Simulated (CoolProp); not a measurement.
Octamethyltrisiloxane (MDM) at several states: fugacity coefficient from the reference equation and from simpler models built on Tc = 565.4 K, pc = 1438 kPa, ω = 0.528; each cubic takes its own stable root.

The numbers come from the reference Helmholtz-energy equation of state, Thol 2017 in CoolProp.

```json
[
 {"T (K)": "398", "p (kPa)": "1310", "phase": "liquid", "reference": "0.03836", "van der Waals": "0.2317", "Redlich-Kwong": "0.1062"},
 {"T (K)": "526.5", "p (kPa)": "6840", "phase": "liquid", "reference": "0.1569", "van der Waals": "0.2645", "Redlich-Kwong": "0.1951"},
 {"T (K)": "488.4", "p (kPa)": "13.5", "phase": "gas", "reference": "0.9945", "van der Waals": "0.9961", "Redlich-Kwong": "0.9952"},
 {"T (K)": "520.1", "p (kPa)": "183", "phase": "gas", "reference": "0.9418", "van der Waals": "0.9540", "Redlich-Kwong": "0.9454"},
 {"T (K)": "194.5", "p (kPa)": "237", "phase": "liquid", "reference": "1.964e-8", "van der Waals": "0.008577", "Redlich-Kwong": "1.258e-5"},
 {"T (K)": "269.8", "p (kPa)": "321", "phase": "liquid", "reference": "0.0001966", "van der Waals": "0.09301", "Redlich-Kwong": "0.005405"}
]
```
